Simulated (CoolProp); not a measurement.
Vapour-liquid equilibrium of 1-butene (1) + n-perfluorobutane (2) at 76.05 °C; x and y are mole fractions of (1).

Computed with CoolProp (multi-fluid Helmholtz-energy mixture model, Lemmon 2005 and Gao 2022; pair parameters Bell 2016).

### Question
Give the bubble pressure and the first vapour's composition at x = 0.275, 0.8, 0.875. Is there an azeotrope?

### Answer
x = 0.275: 1.511 MPa, y = 0.406; x = 0.8: 1.620 MPa, y = 0.656; x = 0.875: 1.534 MPa, y = 0.707. y crosses x between x = 0.575 and 0.65: the model has an azeotrope there.

The pair parameters rest on a limited set of measurements; away from them the model extrapolates. With so large a gap from Raoult's law the liquid may split in two, which this calculation doesn't test in full.
